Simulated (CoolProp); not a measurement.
Vapour-liquid equilibrium of dimethyl ether (1) + R227EA (2) at 0.00566 MPa; x and y are mole fractions of (1).

Computed with CoolProp (multi-fluid Helmholtz-energy mixture model, Wu 2011 and Lemmon 2016; pair parameters Bell 2016).

```
x     bubble temperature (°C)  y at the bubble point  dew temperature at overall composition x (°C)  liquid density (mol/L)
----  -----------------------  ---------------------  ---------------------------------------------  ----------------------
0.05                    -66.7                  0.012                                          -65.6                   10.30
0.15                    -65.2                  0.073                                          -64.3                   10.81
0.25                    -64.0                  0.206                                          -63.9                   11.35
0.35                    -64.0                  0.405                                          -63.9                   11.95
0.45                    -65.3                  0.612                                          -64.2                   12.60
0.55                    -67.4                  0.773                                          -64.8                   13.33
0.65                    -69.7                  0.877                                          -65.7                   14.11
0.75                    -71.8                  0.937                                          -67.0                   14.96
0.85                    -73.5                  0.971                                          -69.0                   15.87
0.95                    -74.9                  0.992                                          -72.4                   16.86
```

y crosses x between x = 0.25 and 0.35: the model has an azeotrope there.

Pair parameters are fitted to limited data, so mixtures are less certain than the pure fluids.
